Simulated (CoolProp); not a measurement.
Properties of isopentane along the isobar 0.287 MPa (Tc = 187.2 °C, pc = 3.378 MPa, ω = 0.227).

Model: reference Helmholtz-energy equation of state, Lemmon 2006, in CoolProp. It is a short technical equation, of lower accuracy than the large ones.

| T (°C) | phase | density (kg/m³) | speed of sound (m/s) | viscosity (µPa s) |
|---|---|---|---|---|
| -114.85 | liquid | 745.3 | 1711 | 1140 |
| -100.05 | liquid | 731.8 | ___ | 860 |
| -85.25 | liquid | 718.4 | 1531 | ___ |
| -70.45 | liquid | ___ | ___ | 543 |
| -55.65 | liquid | ___ | 1366 | 447 |
| -40.85 | liquid | 678.2 | ___ | 374 |
| -26.05 | liquid | 664.6 | 1212 | 318 |
| -11.25 | liquid | 650.8 | 1138 | ___ |
| 3.65 | liquid | ___ | 1065 | 236 |

### Question
What belongs in the gaps?

### Answer

- -100.05, speed of sound (m/s): 1618
- -85.25, viscosity (µPa s): 674
- -70.45, density (kg/m³): 705.0
- -70.45, speed of sound (m/s): 1447
- -55.65, density (kg/m³): 691.7
- -40.85, speed of sound (m/s): 1288
- -11.25, viscosity (µPa s): 273
- 3.65, density (kg/m³): 636.5

Viscosity comes from a separate model (Chung 1988), a generic estimate that can be far off for the liquid and wasn't checked against measurements.
